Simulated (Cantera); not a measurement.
Feed: 1 mol Si₃N₄, 0.76 mol C, 0.73 mol H₂, held at 100 Torr.

Equilibrium computed with Cantera from the NASA thermochemical tables; the gas is ideal and each condensed phase is pure. Candidate condensed phases: C, C₆H₆, C₇H₈, C₈H₁₈, Si, SiC, Si₃N₄; 105 gas species. Mutual solubility and eutectic melting of coexisting phases are not modelled. The tables' values for SiN are old estimates; treat these amounts as uncertain. Gases not in the tables: Si₂H₆ and higher silanes. Rates play no part. All values below are at 2500 K.

Base state: N₂ 0.683, H₂ 0.230, Si 0.0356, H 0.0330, HCN 0.00672, Si₂C 0.00509, SiH 0.00165, SiN 0.00108 (mole fractions); condensed: Si(l) + SiC(s).

Task: What changes in the equilibrium state with this change: C from 0.76 to 0.005 mol?

Result: 
```json
[
 {"species": "N₂", "before": "0.683", "after": "0.690"},
 {"species": "H₂", "before": "0.230", "after": "0.234"},
 {"species": "Si", "before": "0.0356", "after": "0.0356"},
 {"species": "HCN", "before": "0.00672", "after": "0.000910"},
 {"species": "H", "before": "0.0330", "after": "0.0333"},
 {"species": "SiC₂", "before": "0.000530", "after": "9.44e-6"},
 {"species": "C₂H₂ (acetylene)", "before": "0.000143", "after": "2.59e-6"},
 {"species": "Si₂C", "before": "0.00509", "after": "0.000680"},
 {"species": "CN", "before": "5.59e-5", "after": "7.50e-6"},
 {"species": "HNC", "before": "0.000787", "after": "0.000107"},
 {"species": "Si(l), mol", "before": "2.12", "after": "2.87"},
 {"species": "SiC(s), mol", "before": "0.719", "after": "0"}
]
```
